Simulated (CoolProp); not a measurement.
Vapour-liquid equilibrium of CHF3 (R23) (1) + R134a (2) at 176.2 K; x and y are mole fractions of (1).

The numbers come from the multi-fluid Helmholtz-energy mixture model, Penoncello 2003 and Tillner-Roth 1994; pair parameters Bell 2016 in CoolProp.

**Question.** Give the bubble pressure and the first vapour's composition at x = 0.125, 0.2, 0.95. Is there an azeotrope?

**Answer.** x = 0.125: 0.005430 MPa, y = 0.875; x = 0.2: 0.008188 MPa, y = 0.924; x = 0.95: 0.03725 MPa, y = 0.999. No azeotrope shows between x = 0.05 and 0.95.

The pair parameters rest on a limited set of measurements; away from them the model extrapolates.
